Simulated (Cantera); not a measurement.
Input: 1 mol Fe3O4, 3.1 mol CO, equilibrated at 75.0 Torr.

Cantera equilibrium calculation (NASA polynomials, part measured and part estimated; ideal gas, pure solids and liquids). Candidate condensed phases: C, Fe, Fe(CO)5, FeO, Fe2O3, Fe3O4; 15 gas species. The tables' stoichiometric FeO is somewhat more stable than real wüstite, so its field is too wide. FeO: taken at fixed stoichiometry. Rates play no part. All values below are at 2025 °C.

Base state: CO 0.658, CO2 0.329, Fe 0.0113, FeO 0.00118, O2 0.000329, O 0.000282 (mole fractions); condensed: FeO(l).

Problem. What changes in the equilibrium state with this change: pressure from 75.0 Torr to 143 Torr?

Solution. 
```json
[
 {"species": "CO", "before": "0.658", "after": "0.667"},
 {"species": "CO2", "before": "0.329", "after": "0.326"},
 {"species": "Fe", "before": "0.0113", "after": "0.00610"},
 {"species": "O2", "before": "0.000329", "after": "0.000166"},
 {"species": "O", "before": "0.000282", "after": "0.000145"},
 {"species": "FeO(l), mol", "before": "2.96", "after": "2.98"}
]
```
